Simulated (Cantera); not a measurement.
## Adiabatic ignition

An adiabatic, constant-volume homogeneous reactor starts with CO : H₂ : O₂ : N₂ = 1 : 0.88 : 0.855 : 3.21 (molar parts), equivalence ratio 1.1, at 1273 K and 30.0 bar.

Detailed kinetics in Cantera: GRI-Mech 3.0 (53 species, 325 reactions). The hydrogen kinetics of GRI-Mech 3.0 are dated; newer H2 mechanisms differ, most at raised pressure. The pressure lies above the range GRI-Mech 3.0 was tuned for (to about 10 atm). Above 3000 K some thermodynamic fits are extrapolated.

```
t (s)     T (K)  P (bar)    x CO    x H₂    x O₂    x NO₂     x H₂O    x NO
--------  -----  -------  ------  ------  ------  -------  --------  ------
2.00e-6    1273     30.0   0.168   0.148   0.144   <1e-12   2.71e-6  <1e-12
8.29e-6    1276     30.1   0.168   0.148   0.144   <1e-12  0.000194  <1e-12
3.44e-5    3202     67.0  0.0744  0.0120  0.0158  1.38e-5     0.144  0.0122
0.000143   3198     66.9  0.0746  0.0120  0.0152  1.57e-5     0.144  0.0141
0.000591   3198     66.9  0.0746  0.0120  0.0152  1.57e-5     0.144  0.0141
0.00245    3198     66.9  0.0746  0.0120  0.0152  1.57e-5     0.144  0.0141
0.0102     3198     66.9  0.0746  0.0120  0.0152  1.57e-5     0.144  0.0141
0.0421     3198     66.9  0.0746  0.0120  0.0152  1.57e-5     0.144  0.0141
0.175      3198     66.9  0.0746  0.0120  0.0152  1.57e-5     0.144  0.0141
0.724      3198     66.9  0.0746  0.0120  0.0152  1.57e-5     0.144  0.0141
3.00       3198     66.9  0.0746  0.0120  0.0152  1.57e-5     0.144  0.0141
```
x: mole fraction; the columns are a selection and need not sum to one.

* **time of steepest temperature rise**: 16.3 µs
* **temperature at 3.00 s**: 3198 K
* **equilibrium temperature**: 3198 K
* **x(CO) at 3.00 s**: 0.0746 (gas-phase equilibrium 0.0746)
* **x(H₂) at 3.00 s**: 0.0120 (gas-phase equilibrium 0.0120)
* **x(O₂) at 3.00 s**: 0.0152 (gas-phase equilibrium 0.0152)
